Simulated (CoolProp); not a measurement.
Vapour-liquid equilibrium of CHF3 (R23) (1) + R152A (2) at -31.55 °C; x and y are mole fractions of (1).

Computed with CoolProp (multi-fluid Helmholtz-energy mixture model, Penoncello 2003 and Outcalt 1996; pair parameters Bell 2016).

| x | bubble pressure (MPa) | y at the bubble point | dew pressure at overall composition x (MPa) | liquid density (mol/L) |
|---|---|---|---|---|
| 0.05 | 0.1069 | 0.352 | 0.07527 | 15.68 |
| 0.15 | 0.1810 | 0.648 | 0.08346 | 15.94 |
| 0.25 | 0.2598 | 0.777 | 0.09364 | 16.20 |
| 0.35 | 0.3427 | 0.849 | 0.1066 | 16.46 |
| 0.45 | 0.4291 | 0.895 | 0.1237 | 16.70 |
| 0.55 | 0.5185 | 0.927 | 0.1474 | 16.94 |
| 0.65 | 0.6104 | 0.950 | 0.1821 | 17.14 |
| 0.75 | 0.7048 | 0.967 | 0.2381 | 17.32 |
| 0.85 | 0.8018 | 0.982 | 0.3437 | 17.46 |
| 0.95 | 0.9028 | 0.994 | 0.6122 | 17.54 |

No azeotrope shows between x = 0.05 and 0.95.

The pair parameters rest on a limited set of measurements; away from them the model extrapolates.
